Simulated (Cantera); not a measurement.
B₂H₆ + N₂ (boron, boron nitride and boron oxide)

Charge: 1 mol B₂H₆, 0.3 mol N₂, held at 0.270 bar.

Cantera equilibrium calculation (NASA polynomials, part measured and part estimated; ideal gas, pure solids and liquids). Candidate condensed phases: B, BN; 15 gas species. The feed counts by its element totals alone. N₂ is the only nitrogen source here; it is nearly inert below about 1500 K, so the nitride shown seldom forms there in practice. Mutual solubility and eutectic melting of coexisting phases are not modelled. The tables' values for BH₂ are old estimates; treat these amounts as uncertain. Gases not in the tables: B₂H₆ and higher boranes. Equilibrium is a limit: real reactors are often held back by kinetics, nucleation or transport.

From 800 °C to 1850 °C the condensed part is B(s) + BN(s).

```json
[
 {"T (°C)": "800", "x H₂": "1.00", "x H": "2.70e-8", "x N₂": "<1e-12", "x BH₂": "1.98e-8", "n B(s)": "1.40", "n BN(s)": "0.600"},
 {"T (°C)": "950", "x H₂": "1.000", "x H": "5.79e-7", "x N₂": "2.29e-12", "x BH₂": "2.90e-7", "n B(s)": "1.40", "n BN(s)": "0.600"},
 {"T (°C)": "1100", "x H₂": "1.000", "x H": "6.41e-6", "x N₂": "4.96e-10", "x BH₂": "2.35e-6", "n B(s)": "1.40", "n BN(s)": "0.600"},
 {"T (°C)": "1250", "x H₂": "1.000", "x H": "4.45e-5", "x N₂": "3.69e-8", "x BH₂": "1.25e-5", "n B(s)": "1.40", "n BN(s)": "0.600"},
 {"T (°C)": "1400", "x H₂": "1.000", "x H": "0.000219", "x N₂": "1.26e-6", "x BH₂": "4.90e-5", "n B(s)": "1.40", "n BN(s)": "0.600"},
 {"T (°C)": "1550", "x H₂": "0.999", "x H": "0.000833", "x N₂": "2.40e-5", "x BH₂": "0.000153", "n B(s)": "1.40", "n BN(s)": "0.600"},
 {"T (°C)": "1700", "x H₂": "0.997", "x H": "0.00259", "x N₂": "0.000290", "x BH₂": "0.000399", "n B(s)": "1.40", "n BN(s)": "0.598"},
 {"T (°C)": "1850", "x H₂": "0.990", "x H": "0.00687", "x N₂": "0.00246", "x BH₂": "0.000900", "n B(s)": "1.41", "n BN(s)": "0.585"}
]
```
x: gas mole fraction; n: condensed amount in mol.
